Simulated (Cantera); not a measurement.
An isothermal, constant-pressure homogeneous reactor starts with CH4 : CO2 = 1 : 0.71 (molar parts), at 1550 K and 1.09 atm.

Computed with Cantera and GRI-Mech 3.0 (53 species, 325 reactions).

### Question
Predict: x(CH4) at 3.00 s; x(CO2) at 3.00 s; x(C2H) at 3.00 s; x(CH2) at 3.00 s; x(CH2O) at 3.00 s.

### Answer
* **x(CH4) at 3.00 s**: 0.0481 (gas-phase equilibrium 0.0321)
* **x(CO2) at 3.00 s**: 0.0380 (gas-phase equilibrium 1.56e-6)
* **x(C2H) at 3.00 s**: 1.30e-8 (gas-phase equilibrium 2.72e-9)
* **x(CH2) at 3.00 s**: 6.21e-9 (gas-phase equilibrium 1.03e-9)
* **x(CH2O) at 3.00 s**: 2.53e-7 (gas-phase equilibrium 1.05e-7)
